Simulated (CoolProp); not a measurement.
The fluid at 298.15 K and 3.39 MPa flows at 1.9 m/s in a round tube of 2 mm bore and 0.25 µm roughness, fully developed (64/Re and Nu = 3.66 if laminar; Colebrook and Gnielinski if turbulent). The same conditions are run with several fluids, on thermodynamics alone (safety and materials aside).

Values from CoolProp's reference Helmholtz-energy equation of state of each fluid (carbon dioxide: Span 1996; dry air: Lemmon 2000; nitrogen: Span 2000; oxygen: Schmidt 1985; methane: Setzmann 1991). Blends and air are pseudo-pure fits.

```json
[
 {"fluid": "carbon dioxide", "Reynolds number": "18200", "Darcy friction factor": "0.0267", "pressure drop (Pa/m)": "1800", "heat-transfer coefficient (W/(m² K))": "566", "mass flow (kg/h)": "1.61"},
 {"fluid": "dry air", "Reynolds number": "7980", "Darcy friction factor": "0.0330", "pressure drop (Pa/m)": "1190", "heat-transfer coefficient (W/(m² K))": "342", "mass flow (kg/h)": "0.858"},
 {"fluid": "nitrogen", "Reynolds number": "7980", "Darcy friction factor": "0.0330", "pressure drop (Pa/m)": "1150", "heat-transfer coefficient (W/(m² K))": "340", "mass flow (kg/h)": "0.827"},
 {"fluid": "oxygen", "Reynolds number": "7970", "Darcy friction factor": "0.0330", "pressure drop (Pa/m)": "1330", "heat-transfer coefficient (W/(m² K))": "349", "mass flow (kg/h)": "0.960"},
 {"fluid": "methane", "Reynolds number": "7530", "Darcy friction factor": "0.0335", "pressure drop (Pa/m)": "704", "heat-transfer coefficient (W/(m² K))": "448", "mass flow (kg/h)": "0.500"}
]
```

Transport values come from each fluid's own correlations.
